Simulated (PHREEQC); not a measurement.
## Leach liquor

Consider water at 86 °C with 0.001 mol HCl and 0.00026 mol FeSO4 per kg of water. Closed to the air; pH follows from the charge balance.

Model: ion-association model, phreeqc.dat, run in PHREEQC.

Each row changes one thing in this solution. No solid was allowed to form.

```
case                                pH  ionic strength (mol/kgw)  Fe+2 (mol/kgw)  SO4-2 (mol/kgw)  HSO4- (mol/kgw)  FeSO4 (mol/kgw)  SI of Melanterite (FeSO4:7H2O)
--------------------------------  ----  ------------------------  --------------  ---------------  ---------------  ---------------  ------------------------------
as made                           3.05                   0.00186        0.000246         0.000182          6.51e-5          1.31e-5                           -5.82
temperature from 86 to 35 °C      3.03                   0.00196        0.000251         0.000229          2.25e-5          8.26e-6                           -5.31
temperature from 86 to 50 °C      3.03                   0.00194        0.000250         0.000219          3.07e-5          9.93e-6                           -5.48
temperature from 86 to 10 °C      3.03                   0.00199        0.000254         0.000240          1.41e-5          5.57e-6                           -4.97
diluted 100-fold with water       5.00                   2.04e-5         2.59e-6          2.58e-6          1.20e-8          2.87e-9                           -9.48
diluted 10-fold with water        4.01                  0.000201         2.57e-5          2.47e-5          1.08e-6          2.46e-7                           -7.55
HCl from 0.001 to 0.0001 mol/kgw  4.06                   0.00105        0.000242         0.000233          8.59e-6          1.82e-5                           -5.68
```

Species that the database lacks are ignored. Away from 25 °C the constants follow the database's enthalpies or fits; those with neither stay at their 25 °C values.
